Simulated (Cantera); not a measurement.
Feed: 1 mol Si3N4, 0.25 mol Si, 0.03 mol H2, held at 2548.15 K and 0.133 bar.

These are equilibrium values from Cantera (NASA tables, ideal gas, pure condensed phases), not measurements of a reactor. Candidate condensed phases: Si, Si3N4; 18 gas species. The tables' values for SiN are old estimates; treat these amounts as uncertain. Gases not in the tables: Si2H6 and higher silanes. Rates play no part.

Question: What is the equilibrium state?

Answer: 
```
Quantity        Value
----------  ---------
x(N2)           0.926
x(Si)          0.0507
x(H2)         0.00954
x(H)          0.00828
x(SiN)        0.00167
x(Si2)        0.00145
x(Si2N)       0.00144
x(SiH)       0.000445
x(Si3)       0.000246
n(Si(l))     3.12 mol
gas amount  2.156 mol
```
